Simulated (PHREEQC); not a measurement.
Acid rinse or clean

A solution holds 40 mmol/kgw HCl, 1.1 mmol/kgw CaCl2 and 89 mmol/kgw MgCl2, at 25 °C. Closed to the air; pH follows from the charge balance.

Equilibrium calculation in PHREEQC: Pitzer model, pitzer.dat.

```yaml
pH: 1.50
ionic_strength: 0.310 mol/kgw
activity_of_water: 0.994
specific_conductance: 28600 µS/cm
density: 1.005 g/cm³
osmotic_coefficient: 0.883
total_alkalinity: -40.0 meq/kg
```

| species | molality | activity | log γ |
|---|---|---|---|
| Cl- | 0.220 | 0.151 | -0.165 |
| Mg+2 | 0.0890 | 0.0279 | -0.504 |
| H+ | 0.0400 | 0.0317 | -0.102 |
| Ca+2 | 0.00110 | 0.000329 | -0.524 |

This is a speciation only: nothing precipitates in the calculation. Complexes and solids missing from the database can't appear.
